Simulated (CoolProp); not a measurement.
A single-stage vapour-compression cycle with R1336mzz(E): evaporating at 288.15 K (dew point), condensing at 309.15 K (bubble point), superheat 5 K, subcooling 2 K, compressor efficiency 0.6, no pressure losses. Each further row changes one setting.

Computed with CoolProp (reference Helmholtz-energy equation of state, Akasaka 2023).

| case | cooling COP | pressure ratio | discharge temperature (K) | refrigerating effect (kJ/kg) | volumetric capacity (kJ/m³) |
|---|---|---|---|---|---|
| as stated | 7.54 | 2.09 | 316.9 | 130 | 1250 |
| evaporating temperature 293.15 K | 10.3 | 1.73 | 316.1 | 134 | 1530 |
| condensing temperature 304.15 K | 10.2 | 1.77 | 311.5 | 137 | 1310 |
| subcooling 7 K | 7.90 | 2.09 | 316.9 | 137 | 1310 |
| superheat 15 K | 7.69 | 2.09 | 327.3 | 139 | 1270 |
| compressor efficiency 0.5 | 6.28 | 2.09 | 320.9 | 130 | 1250 |
